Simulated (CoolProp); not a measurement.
The numbers come from the reference Helmholtz-energy equation of state, Lemmon 2006 in CoolProp. It is a short technical equation, of lower accuracy than the large ones.

For nitrous oxide, give the phase and the cp (kJ/(kg K)), isothermal compressibility (1/MPa), fugacity coefficient at -59.95 °C and 63.2 bar; -54.05 °C and 63.2 bar; -12.75 °C and 63.2 bar.


- -59.95 °C and 63.2 bar: liquid; cp 1.74, isothermal compressibility 0.00166, fugacity coefficient 0.0722
- -54.05 °C and 63.2 bar: liquid; cp 1.75, isothermal compressibility 0.00184, fugacity coefficient 0.0909
- -12.75 °C and 63.2 bar: liquid; cp 1.96, isothermal compressibility 0.00455, fugacity coefficient 0.313
